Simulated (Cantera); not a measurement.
Feed: 1 mol B2O3, a varied amount of H2, at 1473 K and 170 Pa.

Cantera equilibrium calculation (NASA polynomials, part measured and part estimated; ideal gas, pure solids and liquids). Candidate condensed phases: B, B2O3, B3O3H3, H2O; 23 gas species. Equilibrium is a limit: real reactors are often held back by kinetics, nucleation or transport.

Q: Which condensed phases are stable at each of these points (n(H2) (mol)): 7.3, 8.9, 11, 13, 16, 19, 23, 28, 34, 41, 49, 59, 72?

A: 
| n(H2) (mol) | condensed phases | B condensed (%) |
|---|---|---|
| 7.3 | B2O3(l) | 86.8 |
| 8.9 | B2O3(l) | 83.9 |
| 11 | B2O3(l) | 80.1 |
| 13 | B2O3(l) | 76.4 |
| 16 | B2O3(l) | 71.0 |
| 19 | B2O3(l) | 65.6 |
| 23 | B2O3(l) | 58.3 |
| 28 | B2O3(l) | 49.3 |
| 34 | B2O3(l) | 38.4 |
| 41 | B2O3(l) | 25.7 |
| 49 | B2O3(l) | 11.2 |
| 59 | gas only | 0.0 |
| 72 | gas only | 0.0 |

From 7.3 mol H2 to 49 mol H2 the condensed part is B2O3(l). From 59 mol H2 to 72 mol H2 nothing is condensed.
